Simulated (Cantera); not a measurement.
Feed: 1 mol HgO, a varied amount of N2, equilibrated at 1573.15 K and 1000 Pa.

These are equilibrium values from Cantera (NASA tables, ideal gas, pure condensed phases), not measurements of a reactor. Candidate condensed phases: Hg, HgO; 10 gas species. Kinetics and transport are ignored.

At 31 mol N2, list the 4 most abundant gas species with their mole fractions, and the condensed phases.

N2 0.954, Hg 0.0308, O2 0.0151, NO 0.000508. Condensed: gas only.
